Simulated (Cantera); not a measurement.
Feed: 1 mol TEOS, a varied amount of O2, 13 mol H2, equilibrated at 1702 °C and 1.00 Torr.

Equilibrium computed with Cantera from the NASA thermochemical tables; the gas is ideal and each condensed phase is pure. Candidate condensed phases: C, C6H6, C7H8, C8H18, H2O, Si, SiC, SiO2; 123 gas species. The feed counts by its element totals alone. The tables hold silica as quartz up to 1696 K and as liquid above; real silica turns to tridymite and cristobalite and melts near 1996 K. Rates play no part.

Question: Which condensed phases are stable at each of these points (n(O2) (mol)): 0.31, 0.46, 0.68, 1, 1.5, 2.2, 3.3, 4.8, 7.2, 11, 16?

Answer: 
```tsv
n(O2) (mol)	condensed phases	Si condensed (%)
0.31	C(graphite) + SiC(s)	92.2
0.46	C(graphite) + SiC(s)	91.9
0.68	C(graphite) + SiC(s)	91.4
1	C(graphite) + SiC(s)	90.8
1.5	C(graphite) + SiC(s)	89.8
2.2	SiC(s)	23.2
3.3	gas only	0.0
4.8	gas only	0.0
7.2	gas only	0.0
11	SiO2(condensed)	32.1
16	SiO2(condensed)	86.4
```

From 0.31 mol O2 to 1.5 mol O2 the condensed part is C(graphite) + SiC(s). At 2.2 mol O2 the condensed part is SiC(s). From 3.3 mol O2 to 7.2 mol O2 nothing is condensed. From 11 mol O2 to 16 mol O2 the condensed part is SiO2(condensed).
